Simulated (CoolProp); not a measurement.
Octamethyltrisiloxane (MDM) along the isotherm 301.85 °C: fugacity coefficient from the reference equation and from simpler models built on Tc = 292.2 °C, pc = 14.38 bar, ω = 0.528; each cubic takes its own stable root.

Model: reference Helmholtz-energy equation of state, Thol 2017, in CoolProp.

```
p (bar)          phase  reference  van der Waals  Peng-Robinson
-------  -------------  ---------  -------------  -------------
0.455              gas     0.9901         0.9910         0.9887
1.03               gas     0.9777         0.9796         0.9746
2.35               gas     0.9493         0.9536         0.9425
5.36               gas     0.8849         0.8945         0.8715
12.2               gas     0.7378         0.7581         0.7175
27.8     supercritical     0.4344         0.4696         0.4279
63.2     supercritical     0.2726         0.3352         0.2689
144      supercritical     0.2439         0.3839         0.2314
```
